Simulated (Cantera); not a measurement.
A closed system holds: 1 mol V, 1.2 mol O2, 23 mol N2, equilibrated at 1.00 Torr.

These are equilibrium values from Cantera (NASA tables, ideal gas, pure condensed phases), not measurements of a reactor. Candidate condensed phases: V, VN, VO, V2O3, V2O4, V2O5; 13 gas species. Condensed phases not in the tables: the oxides between V2O3 and V2O5 other than VO2. Kinetics and transport are ignored. All values below are at 1123 K.

Base state: N2 0.991, O2 0.00861, NO 2.37e-5 (mole fractions); condensed: V2O4(s).

What changes in the equilibrium state with this change: V replaced by Cr?


| species | before | after |
|---|---|---|
| N2 | 0.991 | 0.981 |
| O2 | 0.00861 | 0.0192 |
| NO | 2.37e-5 | 3.52e-5 |
| V2O4(s), mol | 0.500 | 0 |
| Cr2O3(s), mol | 0 | 0.500 |
Further candidate phases: Cr, CrN, Cr2N, Cr2O3.
